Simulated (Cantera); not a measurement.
**Equilibrium for silicates and aluminates: SiO₂ + Al₂O₃ + H₂O**

Feed: 1 mol SiO₂, a varied amount of Al₂O₃, 2.8 mol H₂O, held at 950 K and 43.0 Pa.

Equilibrium computed with Cantera from the NASA thermochemical tables; the gas is ideal and each condensed phase is pure. Candidate condensed phases: Al, Al₂O₃, Al₂SiO₅, Al₆Si₂O₁₃, H₂O, Si, SiO₂; 28 gas species. Condensed phases not in the tables: alloys, solid solutions and most ternary compounds. The numbers say what is thermodynamically allowed, not how fast it happens.

| n(Al₂O₃) (mol) | log p H₂O | log p H₂ | log p O₂ | log p OH | n Al₂SiO₅(andalusite) | n SiO₂(β-quartz) | n Al₂O₃(s) |
|---|---|---|---|---|---|---|---|
| 0.35 | -3.37 | -9.30 | -9.61 | -10.80 | 0.350 | 0.650 | 0 |
| 0.49 | -3.37 | -9.30 | -9.61 | -10.80 | 0.490 | 0.510 | 0 |
| 0.63 | -3.37 | -9.30 | -9.61 | -10.80 | 0.630 | 0.370 | 0 |
| 0.77 | -3.37 | -9.30 | -9.61 | -10.80 | 0.770 | 0.230 | 0 |
| 0.91 | -3.37 | -9.30 | -9.61 | -10.80 | 0.910 | 0.0900 | 0 |
| 1 | -3.37 | -9.30 | -9.61 | -10.80 | 1.00 | 0 | 0 |
| 1.2 | -3.37 | -9.30 | -9.61 | -10.80 | 1.00 | 0 | 0.200 |
| 1.3 | -3.37 | -9.30 | -9.61 | -10.80 | 1.00 | 0 | 0.300 |
| 1.5 | -3.37 | -9.30 | -9.61 | -10.80 | 1.00 | 0 | 0.500 |
| 1.6 | -3.37 | -9.30 | -9.61 | -10.80 | 1.00 | 0 | 0.600 |
| 1.7 | -3.37 | -9.30 | -9.61 | -10.80 | 1.00 | 0 | 0.700 |
| 1.9 | -3.37 | -9.30 | -9.61 | -10.80 | 1.00 | 0 | 0.900 |
log p: log10 of the partial pressure in bar; n: condensed amount in mol.

From 0.35 mol Al₂O₃ to 0.91 mol Al₂O₃ the condensed part is Al₂SiO₅(andalusite) + SiO₂(β-quartz). At 1 mol Al₂O₃ the condensed part is Al₂SiO₅(andalusite). From 1.2 mol Al₂O₃ to 1.9 mol Al₂O₃ the condensed part is Al₂O₃(s) + Al₂SiO₅(andalusite).
